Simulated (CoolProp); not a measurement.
Vapour-liquid equilibrium of benzene (1) + ethanol (2) at 333.7 K; x and y are mole fractions of (1).

The numbers come from the multi-fluid Helmholtz-energy mixture model, Thol 2012 and Schroeder 2014; pair parameters Bell 2016 in CoolProp.

Give the bubble pressure and the first vapour's composition at x = 0.05, 0.25, 0.55. Is there an azeotrope?

x = 0.05: 0.5444 bar, y = 0.161; x = 0.25: 0.7211 bar, y = 0.469; x = 0.55: 0.7705 bar, y = 0.566. y crosses x between x = 0.55 and 0.65: the model has an azeotrope there.

Pair parameters are fitted to limited data, so mixtures are less certain than the pure fluids. With so large a gap from Raoult's law the liquid may split in two, which this calculation doesn't test in full.
